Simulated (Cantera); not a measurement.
An isothermal, constant-pressure homogeneous reactor starts with H2 : O2 = 0.0085 : 1 (molar parts), equivalence ratio 0.0043, at 1325 K and 20.0 Torr.

Computed with Cantera and GRI-Mech 3.0 (53 species, 325 reactions). Radical loss at walls, strong at low pressure, is not modelled.

x: mole fraction; the columns are a selection and need not sum to one.

```tsv
t (s)	x H2	x O2	x OH	x H	x H2O	x O	x HO2
1.00e-6	0.00843	0.992	5.03e-12	1.25e-10	<1e-12	5.03e-12	1.30e-10
5.59e-6	0.00843	0.992	1.39e-10	5.91e-10	1.67e-12	1.40e-10	7.29e-10
3.13e-5	0.00843	0.992	2.55e-9	1.65e-9	1.92e-10	2.62e-9	4.08e-9
0.000175	0.00843	0.992	2.72e-8	4.24e-9	1.24e-8	3.09e-8	2.29e-8
0.000979	0.00842	0.992	1.84e-6	1.92e-7	2.39e-6	2.32e-6	1.33e-7
0.00548	___	0.984	___	___	0.00779	___	___
0.0306	2.26e-5	0.985	0.000828	0.000158	0.00792	0.00564	8.09e-7
0.171	8.28e-6	0.989	0.000503	3.42e-5	0.00818	0.00202	4.69e-7
0.959	8.30e-7	0.991	0.000160	1.07e-6	0.00838	0.000199	1.06e-7
5.36	___	0.992	___	___	0.00844	___	1.70e-8
30.0	8.01e-9	0.992	1.58e-5	1.03e-9	0.00846	1.93e-6	1.71e-8
```

**Question.** Fill in the missing entries.

**Answer.** 
- 0.00548, x H2: 3.74e-5
- 0.00548, x OH: 0.000972
- 0.00548, x H: 0.000238
- 0.00548, x O: 0.00721
- 0.00548, x HO2: 9.45e-7
- 5.36, x H2: 5.33e-8
- 5.36, x OH: 4.07e-5
- 5.36, x H: 1.75e-8
- 5.36, x O: 1.28e-5
